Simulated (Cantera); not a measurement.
A Cantera script and its output.

```python
import numpy as np
import cantera as ct

gas = ct.Solution("h2o2.yaml")
gas.TP = 300, 100000
flame = ct.CounterflowDiffusionFlame(gas, width=0.02)
flame.fuel_inlet.X, flame.fuel_inlet.T = {'H2': 1}, 325
flame.oxidizer_inlet.X, flame.oxidizer_inlet.T = {'O2': 0.28, 'N2': 0.72}, 425
flame.set_refine_criteria(ratio=3, slope=0.12, curve=0.24, prune=0.03)
show = ['OH', 'H', 'H2O', 'HO2']

rows = []
print(f"{'mdot':>8s}{'a_max':>10s}{'a_mean':>10s}{'Tmax/K':>9s}" + "".join(f"{s:>11s}" for s in show) + "   (peak mole fractions)")
for i, mdot in enumerate([0.6, 0.91, 1.4, 2.1, 3.2, 4.8, 7.3]):  # kg/m2/s on the oxidiser side
    flame.oxidizer_inlet.mdot, flame.fuel_inlet.mdot = mdot, 0.33 * mdot
    flame.solve(loglevel=0, auto=(i == 0))
    if flame.T.max() < max(325, 425) + 100:
        print(f"{mdot:8.3g}  no burning solution found from the previous one")
        break
    dT = np.abs(np.gradient(flame.T, flame.grid))
    rows.append([flame.strain_rate("max"), flame.strain_rate("mean"), flame.T.max(),
                 *(flame.X[gas.species_index(s)].max() for s in show), max(dT[0], dT[-1]) / dT.max()])
    print(f"{mdot:8.3g}{rows[-1][0]:10.1f}{rows[-1][1]:10.1f}{rows[-1][2]:9.1f}" + "".join(f"{x:11.3e}" for x in rows[-1][3:-1]))
```

Output:

```
    mdot     a_max    a_mean   Tmax/K         OH          H        H2O        HO2   (peak mole fractions)
     0.6     785.0     169.1   2690.3  3.345e-02  2.388e-02  3.311e-01  5.392e-05
    0.91    1135.0     256.5   2649.4  3.359e-02  2.592e-02  3.278e-01  7.215e-05
     1.4    1646.2     394.5   2590.9  3.360e-02  2.885e-02  3.244e-01  9.511e-05
     2.1    2297.5     591.8   2521.0  3.323e-02  3.215e-02  3.210e-01  1.186e-04
     3.2    3268.1     901.8   2441.6  3.287e-02  3.647e-02  3.165e-01  1.469e-04
     4.8    4725.9    1352.7   2356.6  3.205e-02  4.123e-02  3.122e-01  1.774e-04
     7.3    7134.6    2057.3   2258.1  3.055e-02  4.633e-02  3.085e-01  2.125e-04
```

Model: the H2/O2 subset of GRI-Mech 3.0, which has no nitrogen chemistry, integrated in Cantera. The maximum strain rate includes the flame's own expansion and is several times the mean.
